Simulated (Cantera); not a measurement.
A Cantera script and what it prints.

```python
import numpy as np
import cantera as ct

gas_names = """
    H HNO HNO2 HNO3 HO2 H2 H2O H2O2 N NH NH2 NH3 NH2OH NO NO2 NO3 N2 N2H2 N2H4 N2O O OH O2 O3 Si SiH
    SiH2 SiH3 SiH4 SiN SiO SiO2 Si2 Si2N Si3
""".split()
cond_names = """
    H2O(s) H2O(L) Si(cr) Si(L) SiO2(Lqz) SiO2(hqz) SiO2(L) Si2N2O(s) Si3N4(a)
""".split()


# ... load() reads the species with a 1 bar reference pressure and builds the phases ...
atoms = {
    'Si2H6': {'Si': 2, 'H': 6},
    'NO': {'N': 1, 'O': 1},
    'H2': {'H': 2},
}
top_T = {'Si2N2O(s)': 2100, 'Si3N4(a)': 2400}  # K; cautious upper limits of use, not melting points


# ... equilibrate(T, P, feed) seeds the gas with the atoms and calls Mixture.equilibrate('TP', solver="vcs", rtol=1e-11, max_steps=5000) ...
results = []
feed = {'Si2H6': 1, 'NO': 1.4, 'H2': 0.33}  # mol
P = 13332.2  # Pa
for T in [550, 700, 850, 1000, 1150, 1300, 1450, 1600]:
    mix = equilibrate(T, P, feed)
    results.append((T, P, feed, dict(zip(mix.species_names, mix.species_moles))))

top = {s: max(r[3][s] / sum(r[3][g] for g in gas_names) for r in results) for s in gas_names}
cols = sorted((s for s in top if top[s] > 0.001), key=lambda s: -top[s])[:5]
seen = [c for c in cond_names if any(r[3].get(c, 0) > 1e-12 for r in results)]
print("log10 of partial pressures in bar; condensed amounts in mol")
print(f"{'T/K':>10s}" + "".join(f"{s[:9]:>10s}" for s in cols + seen))
for T, P, feed, n in results:
    ng = sum(n[g] for g in gas_names)
    print(f"{T:10.4g}" + "".join(f"{np.log10(max(n[s] / ng * P / 1e5, 1e-99)):10.3f}" for s in cols)
          + "".join(f"{n.get(c, 0):10.4g}" for c in seen))
```

Result:

```
log10 of partial pressures in bar; condensed amounts in mol
       T/K        H2       SiO    Si(cr) SiO2(Lqz) SiO2(hqz) Si2N2O(s)
       550    -0.875   -24.282      0.25      0.35         0       0.7
       700    -0.875   -17.109      0.25      0.35         0       0.7
       850    -0.875   -12.493      0.25         0      0.35       0.7
      1000    -0.875    -9.283      0.25         0      0.35       0.7
      1150    -0.875    -6.924      0.25         0      0.35       0.7
      1300    -0.875    -5.118    0.2499         0    0.3499       0.7
      1450    -0.876    -3.695    0.2475         0    0.3475       0.7
      1600    -0.885    -2.546    0.2137         0    0.3137       0.7
```

These are equilibrium values from Cantera (NASA tables, ideal gas, pure condensed phases), not measurements of a reactor. The feed counts by its element totals alone. Mutual solubility and eutectic melting of coexisting phases are not modelled. The tables hold silica as quartz up to 1696 K and as liquid above; real silica turns to tridymite and cristobalite and melts near 1996 K.
